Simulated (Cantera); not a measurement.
A closed system holds: 1 mol Si2Cl6, 74 mol H2, equilibrated at 1075 K and 0.00310 bar.

These are equilibrium values from Cantera (NASA tables, ideal gas, pure condensed phases), not measurements of a reactor. Candidate condensed phases: Si; 19 gas species. The feed counts by its element totals alone. The tables' values for SiCl3 are old estimates; treat these amounts as uncertain. The numbers say what is thermodynamically allowed, not how fast it happens.

Base state: H2 0.946, HCl 0.0428, SiCl4 0.00512, SiCl2 0.00378, SiHCl3 0.00141, SiCl3 0.00111, SiH2Cl2 4.51e-5 (mole fractions); condensed: Si(s).

What changes in the equilibrium state with this change: pressure from 0.00310 bar to 0.950 bar?


```
species      before     after
----------  -------  --------
H2            0.946     0.968
HCl          0.0428    0.0119
SiHCl3      0.00141   0.00912
SiH3Cl      3.81e-7   3.33e-5
SiH2Cl2     4.51e-5   0.00107
SiCl2       0.00378  0.000287
Si(s), mol     1.12     0.492
```
